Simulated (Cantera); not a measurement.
Charge: 1 mol MgO, 0.21 mol H2S, 36 mol N2, equilibrated at 13.3 mbar.

Cantera equilibrium calculation (NASA polynomials, part measured and part estimated; ideal gas, pure solids and liquids). Candidate condensed phases: H2O, H2SO4, Mg, MgO, Mg(OH)2, MgS, MgSO4, S; 43 gas species. Rates play no part. All values below are at 1748 K.

Base state: N2 0.991, H2 0.00533, S2 0.00264, Mg 0.000363, H2O 0.000266, S 0.000215, H 0.000144, SH 0.000141 (mole fractions); condensed: MgO(s).

Q: What changes in the equilibrium state with this change: H2S from 0.21 to 0.31 mol?

A: 
```tsv
species	before	after
N2	0.991	0.987
H2	0.00533	0.00789
S2	0.00264	0.00393
Mg	0.000363	0.000429
H2S	4.10e-5	7.40e-5
SH	0.000141	0.000210
H2O	0.000266	0.000334
MgO(s), mol	0.987	0.984
```
